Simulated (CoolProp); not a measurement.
Aqueous ethylene glycol as a coolant, 55 % by mass, freezing at -43.2 °C, 1 atm.

Values from CoolProp's Melinder's fits for secondary coolants.

```csv
T (°C),density (kg/m³),Prandtl number,conductivity (W/(m K)),cp (kJ/(kg K))
-39.8,1095,937,0.341,2.827
-32.8,1093,545,0.344,2.874
-25.8,1091,333,0.348,2.920
-18.9,1089,215,0.352,2.965
-11.9,1086,144,0.355,3.011
-4.9,1083,100.0,0.359,3.055
2.1,1080,72.2,0.363,3.099
9,1077,54.2,0.366,3.142
16,1073,41.8,0.370,3.183
23,1069,33.1,0.374,3.224
30,1065,26.9,0.378,3.264
36.9,1061,22.4,0.382,3.301
```
